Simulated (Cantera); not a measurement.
Input: 1 mol SiHCl3, 25 mol N2, 0.22 mol H2, held at 43000 Pa.

These are equilibrium values from Cantera (NASA tables, ideal gas, pure condensed phases), not measurements of a reactor. Candidate condensed phases: NH4Cl, Si, Si3N4; 28 gas species. N2 is the only nitrogen source here; it is nearly inert below about 1500 K, so the nitride shown seldom forms there in practice. The numbers say what is thermodynamically allowed, not how fast it happens.

Q: Which condensed phases are stable at each of these points (T (°C)): 1127, 1177, 1227, 1277, 1327, 1377, 1427, 1477, 1527, 1577, 1627, 1677, 1727?

A: 
```tsv
T (°C)	condensed phases	Si condensed (%)
1127	Si3N4(s)	52.6
1177	Si3N4(s)	50.9
1227	Si3N4(s)	47.8
1277	Si3N4(s)	43.0
1327	Si3N4(s)	36.2
1377	Si3N4(s)	28.0
1427	Si3N4(s)	19.3
1477	Si3N4(s)	11.1
1527	Si3N4(s)	3.7
1577	gas only	0.0
1627	gas only	0.0
1677	gas only	0.0
1727	gas only	0.0
```

From 1127 °C to 1527 °C the condensed part is Si3N4(s). From 1577 °C to 1727 °C nothing is condensed.
